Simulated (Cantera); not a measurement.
# Ignition delay

Mixture: 14.1 % CH₃OH, 17.7 % O₂, 66.5 % N₂, 1.70 % CO₂, equivalence ratio 1.2, at 1000000 Pa, adiabatic and at constant pressure. Ignition delay is the time to a rise of 400 K.

Computed with Cantera and GRI-Mech 3.0 (53 species, 325 reactions). GRI-Mech 3.0 was tuned for natural gas; its chemistry of methanol as a main component is partial and can be far from experiment.

```csv
T0 (K),delay (ms)
1250,0.637
1350,0.156
1450,0.0483
1550,0.0183
1650,0.00814
1750,0.00407
1850,0.00223
1950,0.00132
2050,0.000839
2150,0.000570
```

The apparent activation energy between 1950 and 2150 K is 150 kJ/mol.
